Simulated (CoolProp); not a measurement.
The fluid at 330.2 K and 1.81 MPa flows at 1.6 m/s in a round tube of 4.6 mm bore and 45 µm roughness, fully developed (64/Re and Nu = 3.66 if laminar; Colebrook and Gnielinski if turbulent). The same conditions are run with several fluids, on thermodynamics alone (safety and materials aside).

Model: reference Helmholtz-energy equation of state of each fluid (n-pentane: Thol 2019; R141b: Lemmon 2006; n-octane: Beckmüller 2019; R227EA: Lemmon 2016; R123: Younglove 1994), in CoolProp.

| fluid | Reynolds number | Darcy friction factor | pressure drop (Pa/m) | heat-transfer coefficient (W/(m² K)) | mass flow (kg/h) |
|---|---|---|---|---|---|
| n-pentane | 32400 | 0.0394 | 6480 | 5390 | 56.5 |
| R141b | 29300 | 0.0396 | 12900 | 4380 | 112 |
| n-octane | 13500 | 0.0417 | 7820 | 3410 | 64.5 |
| R227EA | 58400 | 0.0387 | 13400 | 5320 | 119 |
| R123 | 33900 | 0.0394 | 15200 | 4330 | 133 |

Transport values come from each fluid's own correlations; those of n-pentane, R141b, R227EA are estimates that may be off by 10 % or more.
